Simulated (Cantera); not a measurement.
# NO annealing gas

A perfectly stirred reactor is fed with NO : N2 = 1 : 1.9 (molar parts), at 0.630 bar; it is held at 1875 K, and followed from long to short residence time.

Model: GRI-Mech 3.0 (53 species, 325 reactions), integrated in Cantera.

```json
[
 {"τ (s)": "3.6", "x NO": "0.205", "x O2": "0.0699", "x N2O": "1.74e-5", "x O": "8.28e-5", "x NO2": "0.000204", "x N2": "0.725"},
 {"τ (s)": "1.8", "x NO": "0.252", "x O2": "0.0461", "x N2O": "2.67e-5", "x O": "6.87e-5", "x NO2": "0.000207", "x N2": "0.701"},
 {"τ (s)": "0.90", "x NO": "0.289", "x O2": "0.0275", "x N2O": "3.55e-5", "x O": "5.50e-5", "x NO2": "0.000188", "x N2": "0.683"},
 {"τ (s)": "0.45", "x NO": "0.314", "x O2": "0.0151", "x N2O": "4.21e-5", "x O": "4.35e-5", "x NO2": "0.000160", "x N2": "0.670"},
 {"τ (s)": "0.22", "x NO": "0.329", "x O2": "0.00769", "x N2O": "4.64e-5", "x O": "3.48e-5", "x NO2": "0.000132", "x N2": "0.663"},
 {"τ (s)": "0.11", "x NO": "0.337", "x O2": "0.00388", "x N2O": "4.84e-5", "x O": "2.93e-5", "x NO2": "0.000112", "x N2": "0.659"},
 {"τ (s)": "0.056", "x NO": "0.341", "x O2": "0.00195", "x N2O": "4.90e-5", "x O": "2.58e-5", "x NO2": "9.84e-5", "x N2": "0.657"},
 {"τ (s)": "0.028", "x NO": "0.343", "x O2": "0.000939", "x N2O": "4.84e-5", "x O": "2.35e-5", "x NO2": "8.93e-5", "x N2": "0.656"},
 {"τ (s)": "0.014", "x NO": "0.344", "x O2": "0.000434", "x N2O": "4.63e-5", "x O": "2.17e-5", "x NO2": "8.17e-5", "x N2": "0.656"},
 {"τ (s)": "0.0070", "x NO": "0.344", "x O2": "0.000185", "x N2O": "4.22e-5", "x O": "1.96e-5", "x NO2": "7.30e-5", "x N2": "0.655"}
]
```
x: mole fraction; the columns are a selection and need not sum to one.
